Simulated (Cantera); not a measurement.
Input (Python, Cantera):

```python
import numpy as np
import cantera as ct

gas = ct.Solution("gri30.yaml")
gas.TPX = 350, 19000, {'C3H8': 1, 'O2': 3.33, 'N2': 12.5, 'CO2': 3.5}
flame = ct.FreeFlame(gas, width=0.13)
flame.set_refine_criteria(ratio=3, slope=0.08, curve=0.16)
flame.transport_model = "mixture-averaged"
flame.solve(loglevel=0, auto=True)
z, T = flame.grid, flame.T
thick = (T[-1] - T[0]) / np.gradient(T, z).max()
show = ['C3H8', 'O2', 'CO2', 'NO', 'O', 'CH4']
print(f"laminar burning velocity  {flame.velocity[0] * 100:.3f} cm/s")
print(f"burnt temperature         {T[-1]:.1f} K")
print(f"thermal thickness         {thick * 1e3:.4f} mm")
print(f"grid points               {len(z)}")
z0 = z[flame.heat_release_rate.argmax()]
print(f"{'z/mm':>9s}{'T/K':>9s}{'u/(m/s)':>9s}" + "".join(f"{s:>11s}" for s in show))
rows = []
for k in (-3, -2, -1.5, -1, -0.5, -0.25, 0, 0.25, 0.5, 1, 2, 4, 8):
    zz = z0 + k * thick
    rows.append([k * thick, np.interp(zz, z, T), np.interp(zz, z, flame.velocity),
                 *(np.interp(zz, z, flame.X[gas.species_index(s)]) for s in show)])
    print(f"{rows[-1][0] * 1e3:9.3f}{rows[-1][1]:9.1f}{rows[-1][2]:9.3f}" + "".join(f"{x:11.3e}" for x in rows[-1][3:]))
```

It prints:

```
laminar burning velocity  14.585 cm/s
burnt temperature         1650.5 K
thermal thickness         4.2313 mm
grid points               142
     z/mm      T/K  u/(m/s)       C3H8         O2        CO2         NO          O        CH4
  -12.694    350.5    0.147  4.902e-02  1.631e-01  1.715e-01  3.993e-10  1.230e-18  3.082e-06
   -8.463    355.8    0.150  4.879e-02  1.617e-01  1.707e-01  5.127e-09  9.723e-15  3.181e-05
   -6.347    377.6    0.160  4.842e-02  1.584e-01  1.696e-01  2.726e-08  1.056e-12  1.337e-04
   -4.231    490.6    0.211  4.640e-02  1.447e-01  1.668e-01  2.181e-07  1.781e-10  6.123e-04
   -2.116    865.3    0.386  3.165e-02  1.001e-01  1.623e-01  1.616e-06  5.597e-08  2.159e-03
   -1.058   1167.2    0.537  1.222e-02  6.262e-02  1.617e-01  3.088e-06  4.149e-06  3.273e-03
    0.000   1456.1    0.686  2.752e-04  2.465e-02  1.637e-01  5.176e-06  7.399e-05  2.334e-03
    1.058   1581.7    0.749  6.452e-08  6.588e-03  1.657e-01  8.713e-06  1.338e-04  4.256e-04
    2.116   1611.8    0.764  2.995e-12  1.611e-03  1.665e-01  1.188e-05  1.077e-04  5.028e-05
    4.231   1622.5    0.769  7.243e-17  2.276e-04  1.667e-01  1.545e-05  7.433e-05  1.484e-06
    8.463   1629.4    0.772  2.823e-21  1.113e-04  1.665e-01  1.862e-05  5.370e-05  1.745e-08
   16.925   1637.6    0.775  8.859e-26  6.625e-05  1.661e-01  2.049e-05  3.191e-05  1.015e-10
   33.850   1645.9    0.779  8.463e-31  3.008e-05  1.657e-01  2.121e-05  1.442e-05  3.454e-13
```

Computed with Cantera and GRI-Mech 3.0 (53 species, 325 reactions). GRI-Mech 3.0 was tuned for natural gas; its chemistry of propane as a main component is partial and can be far from experiment. Burning velocities carry a grid error of a few per cent, more on coarse grids.
